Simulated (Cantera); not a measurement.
Input: 1 mol C2F6, 0.56 mol HCl, equilibrated at 1352 °C and 0.0340 bar.

These are equilibrium values from Cantera (NASA tables, ideal gas, pure condensed phases), not measurements of a reactor. Candidate condensed phases: C, C6H6, C7H8, C8H18; 118 gas species. The feed counts by its element totals alone. Gases not in the tables: C2F6 and larger saturated fluorocarbons. The numbers say what is thermodynamically allowed, not how fast it happens.

Base state: CF4 0.577, HF 0.223, Cl 0.136, Cl2 0.0391, HCl 0.0159, CClF3 0.00770, CF2 0.000983, CF3 0.000195 (mole fractions); condensed: C(graphite).

Problem. What changes in the equilibrium state with this change: HCl from 0.56 to 2.6 mol?

Solution. 
```
species             before     after
----------------  --------  --------
HF                   0.223     0.430
Cl                   0.136     0.220
CF4                  0.577     0.175
HCl                 0.0159    0.0669
Cl2                 0.0391     0.102
CF3               0.000195   7.99e-5
CF2               0.000983  0.000541
CClF3              0.00770   0.00508
C(graphite), mol     0.625      1.05
```

Problem. What changes in the equilibrium state with this change: HCl from 0.56 to 0.35 mol?

Solution. 
| species | before | after |
|---|---|---|
| CF4 | 0.577 | 0.688 |
| HF | 0.223 | 0.163 |
| Cl | 0.136 | 0.107 |
| HCl | 0.0159 | 0.00875 |
| Cl2 | 0.0391 | 0.0242 |
| CCl2F2 | 7.99e-5 | 5.40e-5 |
| ClF | 8.95e-5 | 7.36e-5 |
| CF3 | 0.000195 | 0.000223 |
| CClF3 | 0.00770 | 0.00692 |
| C(graphite), mol | 0.625 | 0.578 |
